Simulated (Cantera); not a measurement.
Cantera run:

```python
import numpy as np
import cantera as ct

gas_names = """
    B BCL BCL2 BCL3 BH BH2 BH3 BO BOCL BO2 B2 B2O B2O2 B2O3 B3O3CL3 B3O3H3 CL CLO CL2 H HBO HBO2 HCL
    HOCL HO2 H2 H2O H2O2 H3B3O6 O OH O2 O3
""".split()
cond_names = """
    B(b) B(L) B2O3(L) B3O3H3(cr) H2O(s) H2O(L)
""".split()


def load(file, names, dense=False):
    # The tables refer to 1 bar. Condensed volumes are neglected.
    table = {s.name: s for s in ct.Species.list_from_file(file)}
    out = []
    for n in names:
        d = dict(table[n].input_data)
        d["thermo"] = dict(d["thermo"], **{"reference-pressure": 1e5})
        if dense:
            d["equation-of-state"] = {"model": "constant-volume", "density": "1e6 g/cm^3"}
        out.append(ct.Species.from_dict(d))
    return out


gas = ct.Solution(thermo="ideal-gas", species=load("nasa_gas.yaml", gas_names))
cond = {s.name: ct.Solution(thermo="fixed-stoichiometry", species=[s], name=s.name)
        for s in load("nasa_condensed.yaml", cond_names, dense=True)}
atoms = {
    'BCl3': {'B': 1, 'CL': 3},
    'H2O': {'H': 2, 'O': 1},
}
top_T = {}  # K; cautious upper limits of use, not melting points


def equilibrate(T, P, feed):
    n = {}
    for name, mol in feed.items():
        for a, k in atoms[name].items():
            n[a] = n.get(a, 0.0) + k * mol
    gas.TPX = T, P, n
    mass = sum(n.values()) * gas.mean_molecular_weight
    gas.equilibrate("TP")
    valid = [c for c in cond.values() if c.min_temp <= T <= top_T.get(c.name, c.max_temp)]
    mix = ct.Mixture([(gas, mass / gas.mean_molecular_weight)] + [(c, 0.0) for c in valid])
    mix.T, mix.P = T, P
    mix.equilibrate("TP", solver="vcs", rtol=1e-11, max_steps=5000)
    return mix


results = []
feed = {'BCl3': 1, 'H2O': 0.16}  # mol
T = 1398.15  # K
P = 490  # Pa
mix = equilibrate(T, P, feed)
results.append((T, P, feed, dict(zip(mix.species_names, mix.species_moles))))
x = sorted(zip(gas.X, gas.species_names), reverse=True)
print(f"T = {T:g} K  P = {P:g} Pa  gas = {mix.phase_moles(0):.4g} mol")
print("   x: " + "  ".join(f"{s} {v:.3e}" for v, s in x if v > 1e-06))
print("   condensed (mol): " + ("  ".join(f"{mix.phase(i).name} {mix.phase_moles(i):.4g}"
      for i in range(1, mix.n_phases) if mix.phase_moles(i) > 1e-12) or "none"))
```

Output:

```
T = 1398.15 K  P = 490 Pa  gas = 1.226 mol
   x: BCL3 6.850e-01  HCL 2.604e-01  B3O3CL3 3.856e-02  BOCL 1.451e-02  CL 8.654e-04  H2 2.819e-04  BCL2 2.694e-04  B2O3 8.073e-05  HBO2 2.189e-05  HBO 1.053e-05  BCL 5.072e-06  CL2 4.673e-06  B2O2 3.939e-06  BO 1.295e-06  H 1.137e-06
   condensed (mol): none
```

These are equilibrium values from Cantera (NASA tables, ideal gas, pure condensed phases), not measurements of a reactor. The tables' values for BOCl, BCl2 are old estimates; treat these amounts as uncertain.
